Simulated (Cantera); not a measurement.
Feed: 1 mol AlCl3, 4.2 mol N2O, 41 mol H2, equilibrated at 1175 K and 13.0 Pa.

Cantera equilibrium calculation (NASA polynomials, part measured and part estimated; ideal gas, pure solids and liquids). Candidate condensed phases: Al, AlCl3, AlN, Al2O3, H2O, NH4Cl; 45 gas species. The numbers say what is thermodynamically allowed, not how fast it happens.

Base state: H2 0.788, N2 0.0899, HCl 0.0642, H2O 0.0578 (mole fractions); condensed: Al2O3(s).

Problem. What changes in the equilibrium state with this change: temperature from 1175 K to 1900 K?

Solution. 
| species | before | after |
|---|---|---|
| H2 | 0.788 | 0.735 |
| N2 | 0.0899 | 0.0871 |
| H | 9.54e-6 | 0.0597 |
| HCl | 0.0642 | 0.0585 |
| H2O | 0.0578 | 0.0557 |
| AlCl | <1e-9 | 8.20e-5 |
| OH | 4.88e-9 | 0.000371 |
| O | <1e-9 | 2.27e-5 |
| AlOCl | <1e-9 | 1.07e-5 |
| Cl | 6.80e-7 | 0.00358 |
| Al2O3(s), mol | 0.500 | 0.498 |

Problem. What changes in the equilibrium state with this change: N2O from 4.2 to 0.89 mol?

Solution. 
```tsv
species	before	after
H2	0.788	0.927
HCl	0.0642	0.0429
N2	0.0899	0.0206
H2O	0.0578	3.91e-8
AlCl3	<1e-9	0.00836
AlCl	<1e-9	0.000667
AlCl2	<1e-9	0.000385
H	9.54e-6	1.04e-5
Al2O3(s), mol	0.500	0.297
```
The tables' values for AlCl2 are old estimates; treat these amounts as uncertain.
